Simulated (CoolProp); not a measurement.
Vapour-liquid equilibrium of R1234ze(E) (1) + n-pentane (2) at 58.55 °C; x and y are mole fractions of (1).

The numbers come from the multi-fluid Helmholtz-energy mixture model, Thol 2016 and Thol 2019; pair parameters Bell 2016 in CoolProp.

**Question.** Give the bubble pressure and the first vapour's composition at x = 0.15, 0.45, 0.65. Is there an azeotrope?

**Answer.** x = 0.15: 4.981 bar, y = 0.608; x = 0.45: 8.556 bar, y = 0.807; x = 0.65: 10.00 bar, y = 0.864. No azeotrope shows between x = 0.05 and 0.95.

The pair parameters rest on a limited set of measurements; away from them the model extrapolates.
